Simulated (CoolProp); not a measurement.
Model: reference Helmholtz-energy equation of state, Lemmon 2006, in CoolProp. It is a short technical equation, of lower accuracy than the large ones.

**Question.** For C2F6 (R116), give the phase and the Z, Joule-Thomson coefficient (K/MPa) at 315.4 K and 13.5 MPa; 321.2 K and 13.5 MPa.

**Answer.** 
- 315.4 K and 13.5 MPa: supercritical; Z 0.629, Joule-Thomson coefficient 0.362
- 321.2 K and 13.5 MPa: supercritical; Z 0.635, Joule-Thomson coefficient 0.436
